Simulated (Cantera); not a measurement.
A perfectly stirred reactor is fed with 20.2 % CO, 2.43 % H₂, 11.3 % O₂, 65.7 % N₂, 0.263 % CO₂, equivalence ratio 1.0, at 1000000 Pa; it is adiabatic with a 425 K inlet, and is followed from long to short residence time, starting on the burning branch (τ in s: 0.15, 0.057, 0.021, 0.008, 0.003, 0.0011, 0.00042, 0.00016, 5.8e-05, 2.2e-05, 8.2e-06).

Computed with Cantera and GRI-Mech 3.0 (53 species, 325 reactions). The hydrogen kinetics of GRI-Mech 3.0 are dated; newer H2 mechanisms differ, most at raised pressure.

x: mole fraction; the columns are a selection and need not sum to one.

| τ (s) | T (K) | x CO | x H₂ | x O₂ | x NO₂ | x CO₂ |
|---|---|---|---|---|---|---|
| 0.15 | 2186 | 0.00893 | 0.000205 | 0.00383 | 7.42e-7 | 0.221 |
| 0.057 | 2176 | 0.0104 | 0.000240 | 0.00467 | 7.69e-7 | 0.219 |
| 0.021 | 2158 | ? | ? | ? | 7.81e-7 | 0.217 |
| 0.0080 | 2132 | 0.0166 | 0.000390 | 0.00790 | 7.40e-7 | 0.212 |
| 0.0030 | 2095 | 0.0216 | 0.000517 | 0.0104 | 6.26e-7 | 0.207 |
| 0.0011 | 2042 | 0.0285 | 0.000692 | 0.0138 | 4.71e-7 | 0.199 |
| 0.00042 | 1974 | 0.0371 | 0.000905 | 0.0180 | 3.44e-7 | 0.189 |
| 0.00016 | 1881 | ? | ? | ? | ? | 0.176 |
| 5.8e-5 | 1719 | 0.0697 | 0.00144 | 0.0340 | 1.79e-7 | 0.152 |
| 2.2e-5 | 425 | 0.202 | 0.0243 | 0.113 | <1e-12 | 0.00263 |
| 8.2e-6 | 425 | 0.202 | 0.0243 | 0.113 | <1e-12 | 0.00263 |

Problem. What belongs in the gaps?

Solution. 
- 0.021, x CO: 0.0129
- 0.021, x H₂: 0.000301
- 0.021, x O₂: 0.00603
- 0.00016, x CO: 0.0487
- 0.00016, x H₂: 0.00116
- 0.00016, x O₂: 0.0236
- 0.00016, x NO₂: 2.59e-7
